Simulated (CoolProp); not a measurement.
A single-stage vapour-compression cycle with water: evaporating at 321.15 K (dew point), condensing at 372.15 K (bubble point), superheat 8 K, subcooling 5 K, compressor efficiency 0.6, no pressure losses. Each further row changes one setting.

Model: reference Helmholtz-energy equation of state, Wagner 2002, in CoolProp.

| case | cooling COP | pressure ratio | discharge temperature (K) | refrigerating effect (kJ/kg) | volumetric capacity (kJ/m³) |
|---|---|---|---|---|---|
| as stated | 3.07 | 8.75 | 694.6 | 2210 | 163 |
| evaporating temperature 326.15 K | 3.54 | 6.84 | 653.9 | 2220 | 207 |
| condensing temperature 367.15 K | 3.46 | 7.30 | 657.9 | 2230 | 165 |
| subcooling 10 K | 3.10 | 8.75 | 694.6 | 2230 | 165 |
| superheat 18 K | 3.00 | 8.75 | 714.2 | 2230 | 160 |
| compressor efficiency 0.5 | 2.56 | 8.75 | 763.0 | 2210 | 163 |
